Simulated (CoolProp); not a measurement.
m-xylene at several states: Z from the reference equation and from simpler models built on Tc = 616.9 K, pc = 3535 kPa, ω = 0.326; each cubic takes its own stable root.

Values from CoolProp's reference Helmholtz-energy equation of state, Zhou 2012.

```csv
T (K),p (kPa),phase,reference
536.5,546,gas,0.9036
400.6,443,liquid,0.01840
315.8,8090,liquid,0.3844
```

### Question
How far does each simpler model (van der Waals, Redlich-Kwong, Soave-Redlich-Kwong, Peng-Robinson) lie from the reference over these 3 states: mean and median of the absolute difference, and the worst?

### Answer
- van der Waals: mean 1598.2 %, median 73.4 %, worst +4717.9 % at 400.6 K and 443 kPa
- Redlich-Kwong: mean 13.5 %, median 18.6 %, worst +20.4 % at 400.6 K and 443 kPa
- Soave-Redlich-Kwong: mean 10.5 %, median 15.0 %, worst +15.7 % at 315.8 K and 8090 kPa
- Peng-Robinson: mean 1.6 %, median 1.8 %, worst +3.0 % at 315.8 K and 8090 kPa

At some of these states van der Waals gives the other phase, because its saturation line lies elsewhere.
